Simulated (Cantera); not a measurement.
# Diamond growth

A diamond (100) surface in a fixed gas of H2 with x(CH4) = 0.0081, x(H) = 0.048, x(CH3) = 0.00088, at 1400 K; coverages are run to steady state.

Cantera simulation using the Harris–Goodwin 1993 mechanism for the reconstructed diamond (100) surface; the numbers are that mechanism's predictions, not measurements.

```json
[
 {"P (Pa)": "390", "growth (µm/h)": "0.701", "θ c6HH": "0.325", "θ c6H*": "0.0599", "θ c6*H": "0.548", "θ c6**": "0.0669", "θ c6HM": "2.53e-5"},
 {"P (Pa)": "680", "growth (µm/h)": "1.44", "θ c6HH": "0.325", "θ c6H*": "0.0599", "θ c6*H": "0.548", "θ c6**": "0.0668", "θ c6HM": "4.58e-5"},
 {"P (Pa)": "1200", "growth (µm/h)": "2.94", "θ c6HH": "0.325", "θ c6H*": "0.0600", "θ c6*H": "0.548", "θ c6**": "0.0668", "θ c6HM": "8.23e-5"},
 {"P (Pa)": "2000", "growth (µm/h)": "5.63", "θ c6HH": "0.325", "θ c6H*": "0.0600", "θ c6*H": "0.548", "θ c6**": "0.0668", "θ c6HM": "0.000137"},
 {"P (Pa)": "3500", "growth (µm/h)": "11.7", "θ c6HH": "0.325", "θ c6H*": "0.0602", "θ c6*H": "0.547", "θ c6**": "0.0669", "θ c6HM": "0.000233"},
 {"P (Pa)": "6000", "growth (µm/h)": "24.7", "θ c6HH": "0.325", "θ c6H*": "0.0604", "θ c6*H": "0.547", "θ c6**": "0.0669", "θ c6HM": "0.000379"},
 {"P (Pa)": "10000", "growth (µm/h)": "51.2", "θ c6HH": "0.324", "θ c6H*": "0.0607", "θ c6*H": "0.546", "θ c6**": "0.0670", "θ c6HM": "0.000579"},
 {"P (Pa)": "18000", "growth (µm/h)": "120", "θ c6HH": "0.324", "θ c6H*": "0.0614", "θ c6*H": "0.545", "θ c6**": "0.0673", "θ c6HM": "0.000892"}
]
```
θ: site fractions in the mechanism's names (c6HH fully hydrogenated, c6H* and c6*H radical sites, c6** diradical, c6HM methylated).
